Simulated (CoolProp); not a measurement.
Vapour-liquid equilibrium of CHF3 (R23) (1) + propylene (2) at 0.792 bar; x and y are mole fractions of (1).

The numbers come from the multi-fluid Helmholtz-energy mixture model, Penoncello 2003 and Lemmon 2013; pair parameters Bell 2016 in CoolProp.

```json
[
 {"x": "0.05", "bubble temperature, mixture model (K)": "207.8", "bubble temperature, Raoult's law (K)": "216.1", "y, mixture model": "0.489", "y, Raoult's law": "0.225"},
 {"x": "0.125", "bubble temperature, mixture model (K)": "?", "bubble temperature, Raoult's law (K)": "211.1", "y, mixture model": "0.722", "y, Raoult's law": "0.448"},
 {"x": "0.2", "bubble temperature, mixture model (K)": "193.5", "bubble temperature, Raoult's law (K)": "207.1", "y, mixture model": "0.803", "y, Raoult's law": "0.594"},
 {"x": "0.275", "bubble temperature, mixture model (K)": "191.1", "bubble temperature, Raoult's law (K)": "203.8", "y, mixture model": "?", "y, Raoult's law": "0.694"},
 {"x": "0.35", "bubble temperature, mixture model (K)": "189.7", "bubble temperature, Raoult's law (K)": "201.0", "y, mixture model": "0.859", "y, Raoult's law": "0.767"},
 {"x": "0.425", "bubble temperature, mixture model (K)": "189.0", "bubble temperature, Raoult's law (K)": "198.6", "y, mixture model": "0.870", "y, Raoult's law": "0.822"},
 {"x": "0.5", "bubble temperature, mixture model (K)": "188.6", "bubble temperature, Raoult's law (K)": "196.5", "y, mixture model": "0.877", "y, Raoult's law": "0.864"},
 {"x": "0.575", "bubble temperature, mixture model (K)": "188.3", "bubble temperature, Raoult's law (K)": "194.6", "y, mixture model": "0.882", "y, Raoult's law": "0.897"},
 {"x": "0.65", "bubble temperature, mixture model (K)": "?", "bubble temperature, Raoult's law (K)": "193.0", "y, mixture model": "?", "y, Raoult's law": "0.924"},
 {"x": "0.725", "bubble temperature, mixture model (K)": "187.8", "bubble temperature, Raoult's law (K)": "191.5", "y, mixture model": "0.893", "y, Raoult's law": "0.946"},
 {"x": "0.8", "bubble temperature, mixture model (K)": "?", "bubble temperature, Raoult's law (K)": "190.1", "y, mixture model": "0.904", "y, Raoult's law": "0.964"},
 {"x": "0.875", "bubble temperature, mixture model (K)": "187.3", "bubble temperature, Raoult's law (K)": "188.9", "y, mixture model": "0.923", "y, Raoult's law": "0.979"},
 {"x": "0.95", "bubble temperature, mixture model (K)": "187.0", "bubble temperature, Raoult's law (K)": "187.7", "y, mixture model": "0.959", "y, Raoult's law": "0.992"}
]
```

Question: Complete the blanks.

Answer: 
- 0.125, bubble temperature, mixture model (K): 198.2
- 0.275, y, mixture model: 0.840
- 0.65, bubble temperature, mixture model (K): 188.1
- 0.65, y, mixture model: 0.887
- 0.8, bubble temperature, mixture model (K): 187.6

The largest gap from Raoult's law is -13.6 K in bubble temperature, at x = 0.2. No azeotrope shows between x = 0.05 and 0.95.

Pair parameters are fitted to limited data, so mixtures are less certain than the pure fluids. With so large a gap from Raoult's law the liquid may split in two, which this calculation doesn't test in full.
